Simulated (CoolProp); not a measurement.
Properties of n-perfluorohexane along the isobar 0.954 MPa.

The numbers come from the reference Helmholtz-energy equation of state, Gao 2022 in CoolProp.

| T (°C) | phase | cp (kJ/(kg K)) | cv (kJ/(kg K)) | speed of sound (m/s) | isothermal compressibility (1/MPa) | expansivity (1/kK) | fugacity coefficient |
|---|---|---|---|---|---|---|---|
| 14.45 | liquid | 1.029 | 0.8372 | 549.5 | 0.002381 | 1.648 | 0.02019 |
| 30.75 | liquid | 1.054 | 0.8602 | 506.1 | 0.002876 | 1.747 | 0.04121 |
| 46.95 | liquid | 1.079 | 0.8822 | 462.0 | 0.003549 | 1.878 | 0.07595 |
| 63.15 | liquid | 1.105 | 0.9032 | 416.5 | 0.004505 | 2.056 | 0.1290 |
| 79.45 | liquid | 1.132 | 0.9236 | 369.3 | 0.005949 | 2.304 | 0.2048 |
| 95.65 | liquid | 1.162 | 0.9435 | 320.4 | 0.008263 | 2.663 | 0.3055 |
| 111.85 | liquid | 1.197 | 0.9634 | 269.0 | 0.01241 | 3.230 | 0.4324 |
| 128.15 | liquid | 1.247 | 0.9842 | 213.5 | 0.02134 | 4.272 | 0.5855 |
| 160.65 | gas | 1.099 | 0.9907 | 75.73 | 1.577 | 6.951 | 0.7880 |
| 176.85 | gas | 1.084 | 1.001 | 82.76 | 1.422 | 5.377 | 0.8151 |
